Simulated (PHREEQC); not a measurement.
Make-up at 25 °C: 0.0049 mol CdCl2 per kg of water. Closed to the air; pH follows from the charge balance.

All values are PHREEQC results (ion-association model, wateq4f.dat), not measurements.

Precipitation was switched off in this run.

Q: Order these Cl species by the share of Cl that they hold, largest first: CdCl2, CdCl+, Cl-.

A: Cl- (83 %), CdCl+ (16 %), CdCl2 (0.89 %)

Q: Order these Cd species by the share of Cd that they hold, largest first: CdCl+, CdCl2, Cd+2.

A: Cd+2 (66 %), CdCl+ (33 %), CdCl2 (0.89 %)

The pH is 6.07 and the ionic strength 0.0113 mol/kgw.
